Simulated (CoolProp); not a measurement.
Saturation properties of R245fa.

Model: reference Helmholtz-energy equation of state, Akasaka 2015, in CoolProp.

```
T (°C)  p (kPa)  liquid density (kg/m³)  liquid cp (kJ/(kg K))  vapour Z  liquid viscosity (µPa s)
------  -------  ----------------------  ---------------------  --------  ------------------------
26.65     157.9                    1334                  1.321    0.9425                       387
31.25       [?]                    1321                  1.332    0.9356                       367
35.75       [?]                    1309                  1.344    0.9283                       348
40.35     253.5                    1296                  1.356    0.9203                       330
44.85     293.2                    1283                  1.368    0.9119                       314
49.45     338.5                    1269                    [?]    0.9028                       298
54.05     388.9                    1255                  1.395    0.8931                       282
58.55     443.6                    1241                  1.409    0.8829                       268
63.15     505.4                    1227                  1.424    0.8719                       255
67.65     572.0                    1212                  1.440    0.8604                       242
72.25     646.7                    1197                  1.457    0.8480                       230
76.75     726.7                    1182                    [?]       [?]                       218
```

Q: Some entries are withheld; supply them.

A: 
- 31.25, p (kPa): 186.1
- 35.75, p (kPa): 217.4
- 49.45, liquid cp (kJ/(kg K)): 1.381
- 76.75, liquid cp (kJ/(kg K)): 1.475
- 76.75, vapour Z: 0.8351

It boils at 15.0 °C under 1 atm.

Viscosity comes from a separate model (Bell 2016), an estimate that may be off by 10 % or more.
